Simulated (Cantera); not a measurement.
An isothermal, constant-pressure homogeneous reactor starts with 1.86 % CH4, 98.1 % H2, at 2600 K and 66.8 Torr.

Detailed kinetics in Cantera: GRI-Mech 3.0 (53 species, 325 reactions). GRI-Mech 3.0 stops at C3 and has no aromatics, soot or wall deposition, so with more carbon than oxygen in the feed, carbon stays in small species such as C2H2 where larger ones or solid carbon would form.

One state of this run: x CH4 = 6.60e-6; x H2 = 0.870; x CH3 = 1.60e-5; x CH2 = 3.71e-6; x C2H = 0.000103; x H = 0.121. x: mole fraction; the columns are a selection and need not sum to one.

Which value of t (s) does it belong to?
A. 0.000111
B. 18.0
C. 2.00e-5
D. 0.0190

B, 18.0
